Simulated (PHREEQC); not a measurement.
Consider water at 5 °C with 0.032 mol HF and 0.0092 mol NH3 per kg of water. Closed to the air; pH follows from the charge balance.

Computed with PHREEQC (ion-association model, phreeqc.dat).

```
quantity                  before     after
------------------------  ------  --------
pH                          2.71     11.29
ionic strength (mol/kgw)  0.0114  0.000371
```

Task: Which change was made?
A. 0.016 mol/kgw NaBr added
B. HF left out
C. NH3 from 0.0092 to 0.046 mol/kgw
D. temperature from 5 to 15 °C
E. NH3 left out

Result: B, HF left out

No solid was allowed to form. Constants without temperature data keep their 25 °C values here.
